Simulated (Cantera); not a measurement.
A perfectly stirred reactor is fed with H2 : O2 : N2 = 1.5 : 1 : 0.99 (molar parts), at 0.987 atm; it is held at 850 K, and followed from long to short residence time.

Detailed kinetics in Cantera: GRI-Mech 3.0 (53 species, 325 reactions). Below about 950 K walls govern HO2 and H2O2 in real vessels. The temperature is held fixed by assumption; the heat of reaction is taken as removed at once.

### Question
Predict: x(H2) at τ = 6.80 s; x(O2) at τ = 6.80 s; x(OH) at τ = 6.80 s; x(O) at τ = 6.80 s; x(H2) at τ = 16.0 ms; x(O2) at τ = 16.0 ms.

### Answer
| Property | Value |
|---|---|
| x(H2) at τ = 6.80 s | 0.334 |
| x(O2) at τ = 6.80 s | 0.242 |
| x(OH) at τ = 6.80 s | 4.75e-9 |
| x(O) at τ = 6.80 s | 2.52e-9 |
| x(H2) at τ = 16.0 ms | 0.430 |
| x(O2) at τ = 16.0 ms | 0.287 |
